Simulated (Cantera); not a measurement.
An isothermal plug-flow reactor at 1123 K and 1.18 atm (inlet), inlet velocity 4.1 m/s, active area per volume 800 1/m; feed 0.575 % CH4, 2.81 % O2, 96.6 % N2, equivalence ratio 0.41.

Model: Deutschmann's 1995 Pt surface mechanism with GRI-Mech 3.0 gas chemistry, integrated in Cantera. Catalytic surfaces can have several steady states; this one follows from the mechanism file's or the stated starting coverage. Mass transfer to the wall is taken as infinitely fast.

x: gas mole fraction; θ: surface coverage.

```csv
z (m),x CH4,x O2,x H2O,x CO2,x CO,θ free Pt,θ O*,θ OH*
0.00072,0.00543,0.0275,0.000631,0.000309,6.14e-6,0.414,0.585,0.000470
0.0014,0.00515,0.0269,0.00120,0.000593,5.84e-6,0.415,0.584,0.000611
0.0027,0.00464,0.0259,0.00221,0.00110,(withheld),0.417,0.582,0.000804
0.0052,0.00379,0.0242,0.00391,0.00195,(withheld),0.421,0.578,0.00105
0.01,0.00253,0.0217,0.00640,0.00319,(withheld),0.427,0.572,0.00133
0.019,0.00116,0.0190,0.00913,0.00455,(withheld),0.434,0.565,0.00159
0.037,0.000228,0.0172,0.0110,0.00547,(withheld),0.439,0.560,0.00174
0.072,9.27e-6,0.0167,0.0114,0.00569,(withheld),0.440,0.558,0.00178
```

Problem. Complete the blanks.

Solution. 
- 0.0027, x CO: 5.29e-6
- 0.0052, x CO: 4.36e-6
- 0.01, x CO: 2.96e-6
- 0.019, x CO: 1.38e-6
- 0.037, x CO: 2.83e-7
- 0.072, x CO: 1.83e-8
